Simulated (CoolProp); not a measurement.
Neopentane along the isotherm 550 K: density (kg/m³) from the reference equation and from simpler models built on Tc = 433.7 K, pc = 3.196 MPa, ω = 0.196; each cubic takes its own stable root.

Model: reference Helmholtz-energy equation of state, Lemmon 2006, in CoolProp. It is a short technical equation, of lower accuracy than the large ones.

| p (MPa) | phase | reference | ideal gas | van der Waals | Redlich-Kwong | Soave-Redlich-Kwong | Peng-Robinson |
|---|---|---|---|---|---|---|---|
| 0.479 | gas | 7.737 | 7.557 | 7.751 | 7.754 | 7.729 | 7.763 |
| 0.959 | gas | 15.87 | 15.13 | 15.94 | 15.94 | 15.83 | 15.98 |
| 1.44 | gas | 24.44 | 22.72 | 24.63 | 24.62 | 24.35 | 24.68 |
| 1.92 | gas | 33.46 | 30.29 | 33.86 | 33.78 | 33.26 | 33.86 |
| 2.4 | gas | 42.98 | 37.87 | 43.73 | 43.51 | 42.61 | 43.57 |
| 2.88 | gas | 53.04 | 45.44 | 54.35 | 53.85 | 52.42 | 53.83 |
| 3.36 | supercritical | 63.68 | 53.01 | 65.84 | 64.87 | 62.72 | 64.68 |
| 3.84 | supercritical | 74.94 | 60.58 | 78.36 | 76.60 | 73.50 | 76.11 |
| 4.32 | supercritical | 86.85 | 68.16 | 92.04 | 89.08 | 84.77 | 88.11 |
| 4.79 | supercritical | 99.13 | 75.57 | 106.7 | 102.0 | 96.24 | 100.4 |
